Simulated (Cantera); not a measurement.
A Cantera script and its output.

```python
import numpy as np
import cantera as ct

gas = ct.Solution("h2o2.yaml")
gas.TPX = 475, 10000, {'H2': 1, 'O2': 0.417, 'N2': 1.57}
flame = ct.FreeFlame(gas, width=0.2)
flame.set_refine_criteria(ratio=3, slope=0.08, curve=0.16)
flame.transport_model = "mixture-averaged"
flame.solve(loglevel=0, auto=True)
z, T = flame.grid, flame.T
thick = (T[-1] - T[0]) / np.gradient(T, z).max()
show = ['H2', 'O2', 'H2O2', 'HO2', 'H2O', 'O']
print(f"laminar burning velocity  {flame.velocity[0] * 100:.3f} cm/s")
print(f"burnt temperature         {T[-1]:.1f} K")
print(f"thermal thickness         {thick * 1e3:.4f} mm")
print(f"grid points               {len(z)}")
z0 = z[flame.heat_release_rate.argmax()]
print(f"{'z/mm':>9s}{'T/K':>9s}{'u/(m/s)':>9s}" + "".join(f"{s:>11s}" for s in show))
rows = []
for k in (-3, -2, -1.5, -1, -0.5, -0.25, 0, 0.25, 0.5, 1, 2, 4, 8):
    zz = z0 + k * thick
    rows.append([k * thick, np.interp(zz, z, T), np.interp(zz, z, flame.velocity),
                 *(np.interp(zz, z, flame.X[gas.species_index(s)]) for s in show)])
    print(f"{rows[-1][0] * 1e3:9.3f}{rows[-1][1]:9.1f}{rows[-1][2]:9.3f}" + "".join(f"{x:11.3e}" for x in rows[-1][3:]))
```

Output:

```
laminar burning velocity  413.680 cm/s
burnt temperature         2381.9 K
thermal thickness         8.7059 mm
grid points               135
     z/mm      T/K  u/(m/s)         H2         O2       H2O2        HO2        H2O          O
  -26.118    475.0    4.137  3.348e-01  1.396e-01 -1.000e-16  1.699e-14  9.475e-15  1.639e-19
  -17.412    475.0    4.137  3.348e-01  1.396e-01 -5.009e-17  8.880e-13  2.465e-14  5.898e-16
  -13.059    475.0    4.137  3.348e-01  1.396e-01  3.123e-15  4.709e-11  7.949e-13  3.504e-14
   -8.706    475.0    4.137  3.348e-01  1.396e-01  7.435e-12  3.041e-08  9.931e-10  4.221e-11
   -4.353    479.3    4.170  3.339e-01  1.396e-01  8.702e-07  5.387e-05  1.998e-04  2.954e-06
   -2.176    622.1    5.348  3.122e-01  1.360e-01  2.683e-06  3.706e-05  1.154e-02  1.185e-04
    0.000   1051.7    8.754  1.719e-01  8.947e-02  3.873e-07  1.197e-05  1.117e-01  6.131e-03
    2.176   1335.2   10.980  6.831e-02  2.698e-02  5.278e-07  3.282e-06  2.248e-01  1.157e-02
    4.353   1446.8   11.814  6.432e-02  2.075e-02  4.657e-07  2.212e-06  2.366e-01  1.170e-02
    8.706   1576.6   12.758  6.814e-02  1.824e-02  3.215e-07  1.659e-06  2.425e-01  1.115e-02
   17.412   1723.3   13.794  7.143e-02  1.555e-02  1.795e-07  1.213e-06  2.501e-01  9.899e-03
   34.823   1877.7   14.851  7.310e-02  1.258e-02  9.308e-08  8.647e-07  2.599e-01  8.063e-03
   69.647   2030.1   15.861  7.299e-02  9.515e-03  5.060e-08  6.221e-07  2.713e-01  5.947e-03
```

Computed with Cantera and the H2/O2 subset of GRI-Mech 3.0, which has no nitrogen chemistry. Burning velocities carry a grid error of a few per cent, more on coarse grids.
